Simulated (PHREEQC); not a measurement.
Solution (25 °C): 1.3 mol/kgw KCl and 0.011 mol/kgw Na2B4O7. Closed to the air; pH follows from the charge balance.

All values are PHREEQC results (Pitzer model, pitzer.dat), not measurements.

Precipitation was switched off in this run.

Question: Predict the pH, osmotic coefficient.

Answer: pH 8.98; osmotic coefficient 0.900.

Question: In which forms is B present?

Answer: B(OH)4- 48 %, B(OH)3 47 %, B3O3(OH)4- 2.9 %, B4O5(OH)4-2 2.3 % of the B.

In brines, pH and single-ion activities rest on the MacInnes convention.
